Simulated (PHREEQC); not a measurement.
A solution holds 0.027 mol/kgw HBF4, at 25 °C. Closed to the air; pH follows from the charge balance.

Model: ion-association model, phreeqc.dat, run in PHREEQC.

No solid was allowed to form.

Problem. What pH, ionic strength does the model give?

Solution. pH 1.65; ionic strength 0.0254 mol/kgw.

Problem. In which forms is F present?

Solution. BF4- 89 %, HF 8.2 %, BF3OH- 2.8 % of the F.

Real BF4- forms and hydrolyses slowly; the run takes it at equilibrium.
